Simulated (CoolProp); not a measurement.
Vapour-liquid equilibrium of CH2F2 (R32) (1) + fluoroethane (R161) (2) at 219.2 K; x and y are mole fractions of (1).

Values from CoolProp's multi-fluid Helmholtz-energy mixture model, Tillner-Roth 1997 and Wu 2012; pair parameters Bell 2016.

```
x     bubble pressure (MPa)  y at the bubble point  dew pressure at overall composition x (MPa)  liquid density (mol/L)
----  ---------------------  ---------------------  -------------------------------------------  ----------------------
0.05                0.04821                      …                                      0.04615                   17.71
0.15                0.05439                  0.293                                      0.04929                   18.16
0.25                0.05974                      …                                      0.05278                   18.64
0.35                0.06452                  0.528                                      0.05666                   19.15
0.45                0.06891                  0.617                                      0.06094                   19.69
0.55                0.07303                  0.697                                      0.06559                   20.27
0.65                0.07697                      …                                      0.07058                   20.89
0.75                0.08078                  0.840                                      0.07586                   21.55
0.85                0.08451                  0.906                                      0.08137                   22.26
0.95                0.08818                      …                                      0.08707                       …
```

Problem. Complete the blanks.

Solution. 
- 0.05, y at the bubble point: 0.117
- 0.25, y at the bubble point: 0.423
- 0.65, y at the bubble point: 0.770
- 0.95, y at the bubble point: 0.969
- 0.95, liquid density (mol/L): 23.03

No azeotrope shows between x = 0.05 and 0.95.

Pair parameters are fitted to limited data, so mixtures are less certain than the pure fluids.
